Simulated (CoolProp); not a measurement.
Vapour-liquid equilibrium of CHF3 (R23) (1) + R11 (2) at -37.55 °C; x and y are mole fractions of (1).

The numbers come from the multi-fluid Helmholtz-energy mixture model, Penoncello 2003 and Jacobsen 1992; pair parameters Bell 2016 in CoolProp.

```tsv
x	bubble pressure, mixture model (kPa)	bubble pressure, Raoult's law (kPa)	y, mixture model	y, Raoult's law
0.05	131.1	44.27	0.954	0.873
0.125	296.7	101.8	0.980	0.949
0.2	427.7	159.3	0.986	0.970
0.275	521.4	216.8	0.988	0.980
0.35	581.4	274.4	0.990	0.986
0.425	615.0	331.9	0.990	0.990
0.5	631.1	389.4	0.991	0.992
0.575	637.9	447.0	0.991	0.994
0.65	642.4	504.5	0.991	0.996
0.725	650.2	562.0	0.991	0.997
0.8	665.6	619.5	0.992	0.998
0.875	692.5	677.1	0.994	0.999
0.95	734.5	734.6	0.997	1.000
```

The largest gap from Raoult's law is +196.1 % in bubble pressure, at x = 0.05. No azeotrope shows between x = 0.05 and 0.95.

The pair parameters rest on a limited set of measurements; away from them the model extrapolates. With so large a gap from Raoult's law the liquid may split in two, which this calculation doesn't test in full.
